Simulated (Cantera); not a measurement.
Cantera run:

```python
import numpy as np
import cantera as ct

gas_names = """
    B BH BH2 BH3 BO BO2 B2 B2O B2O2 B2O3 B3O3H3 H HBO HBO2 HO2 H2 H2O H2O2 H3B3O6 O OH O2 O3
""".split()
cond_names = """
    B(b) B(L) B2O3(L) B3O3H3(cr) H2O(s) H2O(L)
""".split()


# ... load() reads the species with a 1 bar reference pressure and builds the phases ...
atoms = {
    'B2O3': {'B': 2, 'O': 3},
    'H2O': {'H': 2, 'O': 1},
}
top_T = {}  # K; cautious upper limits of use, not melting points


# ... equilibrate(T, P, feed) seeds the gas with the atoms and calls Mixture.equilibrate('TP', solver="vcs", rtol=1e-11, max_steps=5000) ...
results = []
feed = {'B2O3': 1, 'H2O': 3.5}  # mol
P = 12000  # Pa
for T in [1550, 1600, 1650, 1700, 1750, 1800, 1850, 1900, 1950, 2000, 2050]:
    mix = equilibrate(T, P, feed)
    results.append((T, P, feed, dict(zip(mix.species_names, mix.species_moles))))

top = {s: max(r[3][s] / sum(r[3][g] for g in gas_names) for r in results) for s in gas_names}
cols = sorted((s for s in top if top[s] > 1e-06), key=lambda s: -top[s])[:5]
seen = [c for c in cond_names if any(r[3].get(c, 0) > 1e-12 for r in results)]
print("log10 of partial pressures in bar; condensed amounts in mol")
print(f"{'T/K':>10s}" + "".join(f"{s[:9]:>10s}" for s in cols + seen))
for T, P, feed, n in results:
    ng = sum(n[g] for g in gas_names)
    print(f"{T:10.4g}" + "".join(f"{np.log10(max(n[s] / ng * P / 1e5, 1e-99)):10.3f}" for s in cols)
          + "".join(f"{n.get(c, 0):10.4g}" for c in seen))
```

Output:

```
log10 of partial pressures in bar; condensed amounts in mol
       T/K       H2O      HBO2      B2O3        H2        OH   B2O3(L)
      1550    -0.969    -1.914    -4.235    -4.157    -4.866    0.8042
      1600    -0.992    -1.752    -3.834    -3.994    -4.667    0.7108
      1650    -1.024    -1.606    -3.459    -3.846    -4.488    0.5799
      1700    -1.068    -1.477    -3.107    -3.715    -4.329    0.3991
      1750    -1.128    -1.364    -2.776    -3.601    -4.192    0.1511
      1800    -1.163    -1.317    -2.605    -3.481    -4.049         0
      1850    -1.163    -1.321    -2.572    -3.347    -3.889         0
      1900    -1.163    -1.326    -2.541    -3.220    -3.739         0
      1950    -1.164    -1.330    -2.513    -3.101    -3.596         0
      2000    -1.165    -1.335    -2.487    -2.987    -3.461         0
      2050    -1.166    -1.341    -2.463    -2.879    -3.332         0
```

Method: chemical equilibrium by Gibbs-energy minimisation in Cantera with the NASA 1993 tables (ideal gas, pure condensed phases). Gases not in the tables: H3BO3.
